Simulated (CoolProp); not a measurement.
Vapour-liquid equilibrium of toluene (1) + n-decane (2) at 605 kPa; x and y are mole fractions of (1).

Model: multi-fluid Helmholtz-energy mixture model, Lemmon 2006 and Lemmon 2006; pair parameters Bell 2016, in CoolProp.

```
x     bubble temperature, mixture model (°C)  bubble temperature, Raoult's law (°C)  y, mixture model  y, Raoult's law
----  --------------------------------------  -------------------------------------  ----------------  ---------------
0.05                                   255.4                                  254.3             0.111            0.147
0.2                                    240.2                                  238.1             0.399            0.463
0.35                                   226.4                                  225.0             0.609            0.661
0.5                                    214.8                                  214.1             0.753            0.790
0.65                                   205.3                                  205.0             0.852            0.879
0.8                                    197.3                                  197.1             0.925            0.942
0.95                                   190.4                                  190.3             0.983            0.988
```

The largest gap from Raoult's law is +2.1 K in bubble temperature, at x = 0.2. No azeotrope shows between x = 0.05 and 0.95.

The pair parameters rest on a limited set of measurements; away from them the model extrapolates.
